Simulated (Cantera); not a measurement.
An isothermal plug-flow reactor at 923 K and 1.01 bar (inlet), inlet velocity 0.14 m/s, active area per volume 220 1/m; feed CH₄ : O₂ : N₂ : H₂O = 0.0067 : 0.028 : 0.79 : 0.082 (molar parts).

Model: Deutschmann's 1995 Pt surface mechanism with GRI-Mech 3.0 gas chemistry, integrated in Cantera. Catalytic surfaces can have several steady states; this one follows from the mechanism file's or the stated starting coverage. Mass transfer to the wall is taken as infinitely fast.

Problem. What does this change do: temperature 923 to 1225 K?

Solution. 
| quantity | before | after |
|---|---|---|
| x(CH₄) at z = 0.0046 m | 0.00513 | 3.82e-6 |
| x(O₂) at z = 0.0046 m | 0.0264 | 0.0165 |
| x(H₂O) at z = 0.0046 m | 0.0949 | 0.105 |
| x(CO₂) at z = 0.0046 m | 0.00225 | 0.00711 |
| x(CO) at z = 0.0046 m | 2.01e-6 | 3.39e-7 |
| θ(free Pt) at the exit | 0.178 | 0.572 |
| θ(O*) at the exit | 0.815 | 0.424 |
| θ(OH*) at the exit | 0.00712 | 0.00377 |

Problem. What does this change do: pressure from 1.01 bar to 2.20 bar?

Solution. 
| quantity | before | after |
|---|---|---|
| x(CH₄) at z = 0.0046 m | 0.00513 | 0.00596 |
| x(O₂) at z = 0.0046 m | 0.0264 | 0.0280 |
| x(H₂O) at z = 0.0046 m | 0.0949 | 0.0933 |
| x(CO₂) at z = 0.0046 m | 0.00225 | 0.00142 |
| x(CO) at z = 0.0046 m | 2.01e-6 | 2.08e-6 |
| θ(free Pt) at the exit | 0.178 | 0.140 |
| θ(O*) at the exit | 0.815 | 0.850 |
| θ(OH*) at the exit | 0.00712 | 0.00943 |
